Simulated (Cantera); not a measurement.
Input: 1 mol Ti, 0.32 mol CH4, at 16000 Pa.

These are equilibrium values from Cantera (NASA tables, ideal gas, pure condensed phases), not measurements of a reactor. Candidate condensed phases: C, C6H6, C7H8, C8H18, Ti, TiC; 77 gas species. Mutual solubility and eutectic melting of coexisting phases are not modelled. TiC: taken at fixed stoichiometry. Condensed phases not in the tables: N, O or C dissolved in the metal. Rates play no part.

x: gas mole fraction; n: condensed amount in mol.

```csv
T (°C),x H2,x H,x Ti,x CH4,x CH3,n Ti(β),n TiC(s),n Ti(l)
1650,0.998,0.00235,___,3.96e-9,1.86e-10,0.680,0.320,0
1675,0.997,0.00282,___,4.30e-9,2.42e-10,0,0.320,0.680
1700,0.997,0.00337,___,4.70e-9,3.16e-10,0,0.320,0.680
1725,0.996,0.00400,___,5.13e-9,4.08e-10,0,0.320,0.680
1750,0.995,0.00474,___,5.60e-9,5.25e-10,0,0.320,0.680
1775,0.994,0.00558,___,6.09e-9,6.72e-10,0,0.320,0.680
1800,0.993,0.00655,___,6.61e-9,8.53e-10,0,0.320,0.680
1825,0.992,0.00766,___,7.16e-9,1.08e-9,0,0.320,0.680
1850,0.991,0.00893,___,7.74e-9,1.35e-9,0,0.320,0.680
1875,0.989,0.0104,___,8.35e-9,1.69e-9,0,0.320,0.680
1900,0.988,0.0120,___,9.00e-9,2.10e-9,0,0.320,0.680
1925,0.986,0.0138,___,9.67e-9,2.60e-9,0,0.320,0.680
1950,0.983,0.0159,___,1.04e-8,3.20e-9,0,0.320,0.679
1975,0.981,0.0182,___,1.11e-8,3.91e-9,0,0.320,0.679
```

**Question.** What belongs in the gaps?

**Answer.** 
- 1650, x Ti: 2.14e-5
- 1675, x Ti: 3.07e-5
- 1700, x Ti: 4.33e-5
- 1725, x Ti: 6.05e-5
- 1750, x Ti: 8.37e-5
- 1775, x Ti: 0.000115
- 1800, x Ti: 0.000157
- 1825, x Ti: 0.000212
- 1850, x Ti: 0.000284
- 1875, x Ti: 0.000378
- 1900, x Ti: 0.000501
- 1925, x Ti: 0.000658
- 1950, x Ti: 0.000859
- 1975, x Ti: 0.00111
